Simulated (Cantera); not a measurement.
Cantera with NASA thermochemical tables; ideal gases at 1 bar, condensed phases pure. Values are per mole of reaction as written; species without (g) are pure solids or liquids, kept so even where they would boil at 1 bar.

Problem. Between 1948 and 2998 K, where is each reaction favourable under standard conditions?
- N₂O(g) + V₂O₃ → 2 VO₂(g) + 2 N(g)

Solution. 
- N₂O(g) + V₂O₃ → 2 VO₂(g) + 2 N(g): ΔG° is 669 kJ at 1948 K and 248 kJ at 2998 K; it stays positive (K < 1). ΔH° is 1354 kJ and ΔS° 369 J/K at 2998 K.
